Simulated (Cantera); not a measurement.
# Ignition delay

Mixture: 7.96 % CH4, 8.75 % H2, 10.7 % O2, 72.6 % N2, at 0.820 bar, adiabatic and at constant volume. Ignition delay is the time to a rise of 400 K.

Model: GRI-Mech 3.0 (53 species, 325 reactions), integrated in Cantera.

```json
[
 {"T0 (K)": "1150", "delay (ms)": "3.48"},
 {"T0 (K)": "1225", "delay (ms)": "1.81"},
 {"T0 (K)": "1300", "delay (ms)": "0.995"},
 {"T0 (K)": "1375", "delay (ms)": "0.578"},
 {"T0 (K)": "1450", "delay (ms)": "0.355"},
 {"T0 (K)": "1525", "delay (ms)": "0.229"},
 {"T0 (K)": "1600", "delay (ms)": "0.155"}
]
```

```json
{
  "apparent activation energy between 1450 and 1600 K": "110 kJ/mol"
}
```
